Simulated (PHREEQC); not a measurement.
Solution (50 °C): 0.0017 mol HCl, 4e-05 mol CuSO4 and 0.0068 mol MgSO4 per kg of water. Closed to the air; pH follows from the charge balance.

Model: ion-association model, phreeqc.dat, run in PHREEQC.

No solid was allowed to form.

Problem. Order these Cu species by the share of Cu that they hold, largest first: CuCl+, Cu+2, CuSO4.

Solution. Cu+2 (75 %), CuSO4 (24 %), CuCl+ (0.63 %)

The pH is 2.97 and the ionic strength 0.0182 mol/kgw. Constants without temperature data keep their 25 °C values here.
